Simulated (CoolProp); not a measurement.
Vapour-liquid equilibrium of R1234ze(E) (1) + n-pentane (2) at 282.7 K; x and y are mole fractions of (1).

Values from CoolProp's multi-fluid Helmholtz-energy mixture model, Thol 2016 and Thol 2019; pair parameters Bell 2016.

| x | bubble pressure (bar) | y at the bubble point | dew pressure at overall composition x (bar) | liquid density (mol/L) |
|---|---|---|---|---|
| 0.05 | 0.7379 | 0.512 | 0.3904 | 8.887 |
| 0.15 | 1.335 | 0.748 | 0.4349 | 9.022 |
| 0.25 | 1.767 | 0.822 | 0.4908 | 9.159 |
| 0.35 | 2.069 | 0.858 | 0.5629 | 9.302 |
| 0.45 | 2.278 | 0.879 | 0.6596 | 9.452 |
| 0.55 | 2.431 | 0.894 | 0.7959 | 9.613 |
| 0.65 | 2.557 | 0.908 | 1.002 | 9.790 |
| 0.75 | 2.679 | 0.923 | 1.345 | 9.989 |
| 0.85 | 2.811 | 0.944 | 1.998 | 10.22 |
| 0.95 | 2.959 | 0.976 | 2.843 | 10.48 |

No azeotrope shows between x = 0.05 and 0.95.

The pair parameters rest on a limited set of measurements; away from them the model extrapolates. With so large a gap from Raoult's law the liquid may split in two, which this calculation doesn't test in full.
